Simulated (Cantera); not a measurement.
# Thermodynamics of silicon nitride deposition, feed SiHCl₃ + NH₃

A closed system holds: 1 mol SiHCl₃, a varied amount of NH₃, at 502 °C and 120 Torr.

Method: chemical equilibrium by Gibbs-energy minimisation in Cantera with the NASA 1993 tables (ideal gas, pure condensed phases). Candidate condensed phases: NH₄Cl, Si, Si₃N₄; 28 gas species. The numbers say what is thermodynamically allowed, not how fast it happens.

```csv
n(NH₃) (mol),log p H₂,log p HCl,log p N₂,log p SiCl₄,log p SiHCl₃,log p NH₃,n Si₃N₄(s)
0.81,-1.13,-1.31,-2.25,-1.51,-4.51,-5.22,0.153
1.3,-1.10,-1.30,-1.92,-1.72,-4.71,-5.03,0.182
2,-1.08,-1.32,-1.75,-1.96,-4.90,-4.91,0.213
3.2,-1.05,-1.37,-1.64,-2.30,-5.16,-4.80,0.253
5,-1.02,-1.45,-1.57,-2.73,-5.49,-4.72,0.290
7.8,-0.99,-1.58,-1.51,-3.32,-5.92,-4.65,0.316
12,-0.97,-1.73,-1.47,-4.00,-6.43,-4.60,0.328
19,-0.95,-1.92,-1.44,-4.79,-7.02,-4.56,0.332
30,-0.94,-2.11,-1.43,-5.59,-7.61,-4.54,0.333
```
log p: log10 of the partial pressure in bar; n: condensed amount in mol.

From 0.81 mol NH₃ to 30 mol NH₃ the condensed part is Si₃N₄(s). The main Si-bearing gas is SiCl₄ throughout. The share of Si in condensed phases is highest at 30 mol NH₃ (99.9 %) and lowest at 0.81 mol NH₃ (46.0 %).
